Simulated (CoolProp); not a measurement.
A simple Rankine cycle with ethanol: condensing at 319.15 K, boiler at 0.286 MPa, turbine inlet 530.4 K, turbine efficiency 0.8, pump efficiency 0.8, no recuperator. Each further row changes one setting.

Computed with CoolProp (reference Helmholtz-energy equation of state, Schroeder 2014).

```tsv
case	thermal efficiency (%)	net work (kJ/kg)	heat in (kJ/kg)	turbine exit temperature (K)	volume ratio over the turbine
as stated	13.1	168	1280	445.6	10.0
turbine inlet 550.4 K	13.2	175	1330	464.8	10.1
condensing temperature 311.15 K	14.8	193	1300	432.6	14.6
boiler pressure 0.2 MPa	11.4	147	1280	457.7	7.17
turbine efficiency 0.7	11.5	147	1280	456.5	10.3
```
